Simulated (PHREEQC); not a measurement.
PHREEQC input (ion-association model, wateq4f.dat):

```
SOLUTION_MASTER_SPECIES
  An  An-  0  An  62.0  # stands for a non-complexing anion
SOLUTION_SPECIES
  An- = An-
    -log_k 0
    -gamma 3.0 0
PHASES
  Fix_H+
    H+ = H+
    -log_k 0
SOLUTION 1
  temp 25
  units mmol/kgw
  pH 7 charge
  Cl 0.000198
  Sr 9.9e-05
  Na 300
  An 300
END
SELECTED_OUTPUT 1
  -reset false
  -pH true
  -pe true
  -ionic_strength true
  -water true
  -totals Cl Na Sr
  -molalities Hfo_wOH Hfo_wOH2+ Hfo_wO- Hfo_sOH Hfo_sOH2+ Hfo_sO- Hfo_sOHSr+2 Hfo_wOSr+ Hfo_wOSrOH
  -saturation_indices Halite
USER_PUNCH 1
  -headings sigma psi
  10 PUNCH EDL("sigma", "Hfo"), EDL("psi", "Hfo")
PRINT
  -reset false
USE solution 1
SURFACE 1
  Hfo_wOH 4.49438e-05 600 0.02
  Hfo_sOH 1.1236e-06
EQUILIBRIUM_PHASES 1
  Fix_H+ -4 HAn 10
    -force_equality true
  O2(g) -0.68 10
END
# ... the last block is repeated for the other 16 points of pH, with NaOH or the acid as the point needs
```

Selected output (columns that matter, 14 of 17 rows; pH added in front):

```
pH	mu	Na	Sr	m_Hfo_wOH	m_Hfo_wOH2+	m_Hfo_wO-	m_Hfo_sOH	m_Hfo_sOH2+	m_Hfo_sO-	m_Hfo_sOHSr+2	m_Hfo_wOSr+	si_Halite	sigma	psi
4	0.30015	0.3	9.9e-08	2.6028e-06	4.2337e-05	3.6656e-09	6.5069e-08	1.0584e-06	9.1641e-11	1.3297e-14	1.6387e-18	-9.1151	0.34892	0.12297
4.5	0.30006	0.3	9.9e-08	6.2756e-06	3.8645e-05	2.3347e-08	1.5689e-07	9.6612e-07	5.8367e-10	4.595e-14	1.4959e-17	-9.1151	0.31832	0.11835
5	0.30003	0.3	9.9e-08	1.2102e-05	3.2739e-05	1.0248e-07	3.0255e-07	8.1849e-07	2.562e-09	1.7102e-13	1.2674e-16	-9.1151	0.269	0.1099
6	0.30001	0.3	9.8997e-08	2.4809e-05	1.9408e-05	7.2654e-07	6.2024e-07	4.852e-07	1.8164e-08	2.9316e-12	7.5128e-15	-9.1151	0.15397	0.08262
6.5	0.30001	0.3	9.8987e-08	2.9347e-05	1.4208e-05	1.3887e-06	7.3367e-07	3.552e-07	3.4716e-08	1.3281e-11	5.4994e-14	-9.1151	0.10566	0.065369
7	0.30001	0.3	9.8936e-08	3.229e-05	1.0345e-05	2.3088e-06	8.072e-07	2.5862e-07	5.7717e-08	6.3957e-11	4.0022e-13	-9.1151	0.066238	0.046398
7.5	0.3	0.3	9.867e-08	3.3889e-05	7.5872e-06	3.4676e-06	8.4698e-07	1.8963e-07	8.6666e-08	3.2683e-10	2.9274e-12	-9.1151	0.03396	0.026027
8.5	0.30001	0.30001	9.0483e-08	3.4254e-05	4.0465e-06	6.6428e-06	8.4998e-07	1.0041e-07	1.6483e-07	8.3735e-09	1.4317e-10	-9.1151	-0.021259	-0.016704
9	0.30002	0.30002	6.8131e-08	3.3119e-05	2.7776e-06	9.0465e-06	8.0579e-07	6.758e-08	2.201e-07	3.0127e-08	7.3997e-10	-9.115	-0.051144	-0.037481
9.5	0.30005	0.30006	3.4221e-08	3.0771e-05	1.7458e-06	1.2425e-05	7.2657e-07	4.1222e-08	2.9338e-07	6.2436e-08	2.3358e-09	-9.115	-0.086876	-0.057018
10	0.30016	0.30016	1.2777e-08	2.6915e-05	9.7324e-07	1.7051e-05	6.2423e-07	2.2572e-08	3.9546e-07	8.1338e-08	4.8607e-09	-9.1149	-0.13094	-0.075024
11	0.30149	0.3015	2.2977e-09	1.4919e-05	1.7089e-07	2.9838e-05	3.4616e-07	3.9651e-09	6.9232e-07	8.1152e-08	1.5303e-08	-9.1133	-0.24266	-0.10465
11.5	0.30468	0.30469	1.5732e-09	8.4796e-06	4.5265e-08	3.639e-05	1.9911e-07	1.0629e-09	8.545e-07	6.8919e-08	2.7556e-08	-9.1094	-0.29779	-0.11461
12	0.3148	0.31482	1.5727e-09	3.7514e-06	7.8375e-09	4.1134e-05	8.9992e-08	1.8801e-10	9.8676e-07	4.6657e-08	4.6657e-08	-9.0976	-0.33751	-0.12009
```
